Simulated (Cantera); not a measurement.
A closed system holds: 1 mol Si₃N₄, 23 mol H₂O, 1.9 mol H₂, at 1.00 bar.

These are equilibrium values from Cantera (NASA tables, ideal gas, pure condensed phases), not measurements of a reactor. Candidate condensed phases: H₂O, Si, SiO₂, Si₂N₂O, Si₃N₄; 35 gas species. The tables hold silica as quartz up to 1696 K and as liquid above; real silica turns to tridymite and cristobalite and melts near 1996 K. Gases not in the tables: Si(OH)₄. Equilibrium is a limit: real reactors are often held back by kinetics, nucleation or transport.

### Question
At 1802 °C, list the 6 most abundant gas species with their mole fractions, and the condensed phases.

### Answer
H₂O 0.631, H₂ 0.293, N₂ 0.0743, H 0.00144, OH 0.000355, SiO 0.000103. Condensed: SiO₂(l).
